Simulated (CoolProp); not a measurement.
The numbers come from the reference Helmholtz-energy equation of state, Schmidt 1985 in CoolProp. Above 300 K oxygen's equation is extrapolated.

Problem. For oxygen, give the phase and the conductivity (mW/(m K)) at 764.6 K and 0.271 bar; 480.3 K and 3.79 bar.

Solution. 
- 764.6 K and 0.271 bar: gas; conductivity 57.9
- 480.3 K and 3.79 bar: gas; conductivity 39.8

Thermal conductivity comes from a separate model (Lemmon 2004).
